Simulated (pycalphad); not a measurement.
CALPHAD calculation (pycalphad, COST 507 light-alloy database (1999)), 1 atm. The data set is of 1999 and partly superseded. Kinetics are ignored, which matters at the lower temperatures.

Problem. How does the equilibrium phase assembly of Ti-8.68Hf-2.06B (at.%) change on cooling from 2850 K to 525 K?

Solution. 
```tsv
T (K)	phases above	phases below
1887.3	LIQUID	BCC_A2 + LIQUID
1816.3	BCC_A2 + LIQUID	BCC_A2 + BM + LIQUID
1816.2	BCC_A2 + BM + LIQUID	BCC_A2 + BM
1099.8	BCC_A2 + BM	BCC_A2 + BM + HCP_A3
1092.1	BCC_A2 + BM + HCP_A3	BM + HCP_A3
```
Changes were sought between steps of 75 K, so a narrower field can be missed.

Database names, with the compositions (at.%) that they take in these runs: BM: Ti 49 B 50 Hf 0. BCC_A2 is bcc; HCP_A3 is hcp.
